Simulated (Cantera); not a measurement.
Standard-state values (1 bar) from the NASA 1993 polynomials, evaluated with Cantera. Values are per mole of reaction as written; species without (g) are pure solids or liquids, kept so even where they would boil at 1 bar.

2 Mg + 3 CO2(g) + 2 H2(g) → CH4(g) + 2 MgCO3

| T (K) | ΔH° (kJ) | ΔS° (J/K) | ΔG° (kJ) | log10 K |
|---|---|---|---|---|
| 675 | -1118.5 | -654.8 | -676.5 | 52.35 |
| 700 | -1117.9 | -653.9 | -660.1 | 49.26 |
| 725 | [?] | [?] | [?] | [?] |
| 750 | [?] | [?] | [?] | [?] |
| 775 | -1115.7 | -651.0 | -611.2 | 41.19 |
| 800 | -1114.9 | -650.0 | -594.9 | 38.84 |
| 825 | -1114.0 | -648.9 | -578.7 | 36.64 |
| 850 | [?] | [?] | [?] | [?] |
| 875 | -1112.2 | -646.7 | -546.3 | 32.61 |

Question: Fill in the missing entries.

Answer: 
- 725, ΔH° (kJ): -1117.2
- 725, ΔS° (J/K): -653.0
- 725, ΔG° (kJ): -643.8
- 725, log10 K: 46.38
- 750, ΔH° (kJ): -1116.5
- 750, ΔS° (J/K): -652.1
- 750, ΔG° (kJ): -627.5
- 750, log10 K: 43.70
- 850, ΔH° (kJ): -1113.1
- 850, ΔS° (J/K): -647.8
- 850, ΔG° (kJ): -562.5
- 850, log10 K: 34.56
